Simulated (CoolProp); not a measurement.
A single-stage vapour-compression cycle with R124: evaporating at 299.15 K (dew point), condensing at 341.15 K (bubble point), superheat 8 K, subcooling 5 K, compressor efficiency 0.8, no pressure losses. Each further row changes one setting.

The numbers come from the reference Helmholtz-energy equation of state, de Vries 1995 in CoolProp.

```tsv
case	cooling COP	pressure ratio	discharge temperature (K)	refrigerating effect (kJ/kg)	volumetric capacity (kJ/m³)
as stated	4.64	3.05	350.0	108	2540
evaporating temperature 304.15 K	5.50	2.63	349.7	111	3020
condensing temperature 336.15 K	5.47	2.72	345.0	115	2680
subcooling 10 K	4.91	3.05	350.0	115	2680
superheat 18 K	4.74	3.05	359.6	117	2610
compressor efficiency 0.7	4.06	3.05	353.4	108	2540
```
